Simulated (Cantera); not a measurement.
**Thermodynamics of iron carbonyl, mercury and lead vapours, feed Fe(CO)5 + O2 + H2**

Charge: 1 mol Fe(CO)5, 0.029 mol O2, 0.13 mol H2, equilibrated at 26.0 mbar.

Equilibrium computed with Cantera from the NASA thermochemical tables; the gas is ideal and each condensed phase is pure. Candidate condensed phases: C, C6H6, C7H8, C8H18, Fe, Fe(CO)5, FeO, Fe(OH)2, Fe(OH)3, Fe2O3, Fe3O4, H2O; 114 gas species. Condensed phases not in the tables: cementite and carbon dissolved in iron. Equilibrium is a limit: real reactors are often held back by kinetics, nucleation or transport.

```csv
T (K),log p CO,log p CO2,log p H2,log p H2O,log p H,log p CH4,log p Fe,log p OH,n C(graphite),n Fe(α),n Fe(γ)
898,-1.65,-2.53,-3.16,-4.41,-11.54,-6.82,<-13,<-13,0.474,1.00,0
998,-1.60,-3.43,-3.18,-5.18,-10.26,-7.38,<-13,<-13,0.0158,1.00,0
1098,-1.60,-3.54,-3.19,-5.13,-9.20,-8.51,-11.93,-13.50,0,1.00,0
1198,-1.60,-3.55,-3.19,-5.00,-8.31,-9.54,-10.33,-12.23,0,0,1.00
1298,-1.60,-3.55,-3.19,-4.90,-7.56,-10.41,-8.99,-11.16,0,0,1.00
1398,-1.60,-3.56,-3.19,-4.81,-6.92,-11.15,-7.84,-10.25,0,0,1.000
1498,-1.60,-3.56,-3.19,-4.74,-6.36,-11.79,-6.84,-9.46,0,0,1.000
```
log p: log10 of the partial pressure in bar; n: condensed amount in mol.

From 898 K to 998 K the condensed part is C(graphite) + Fe(α). At 1098 K the condensed part is Fe(α). From 1198 K to 1498 K the condensed part is Fe(γ).
